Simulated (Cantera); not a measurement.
Input: 1 mol HBr, 2.2 mol O2, at 2250 °C and 7.30 bar.

These are equilibrium values from Cantera (NASA tables, ideal gas, pure condensed phases), not measurements of a reactor. Candidate condensed phases: Br2, H2O; 12 gas species. Kinetics and transport are ignored.

Base state: O2 0.578, Br 0.236, H2O 0.117, HBr 0.0446, OH 0.0132, Br2 0.00646, O 0.00456, H2 0.000379 (mole fractions); condensed: gas only.

Problem. What changes in the equilibrium state with this change: temperature from 2250 °C to 2777 °C?

Solution. 
```tsv
species	before	after
O2	0.578	0.533
Br	0.236	0.247
H2O	0.117	0.0980
OH	0.0132	0.0448
O	0.00456	0.0362
HBr	0.0446	0.0333
H	0.000200	0.00348
H2	0.000379	0.00263
Br2	0.00646	0.00130
HO2	5.79e-5	0.000152
```
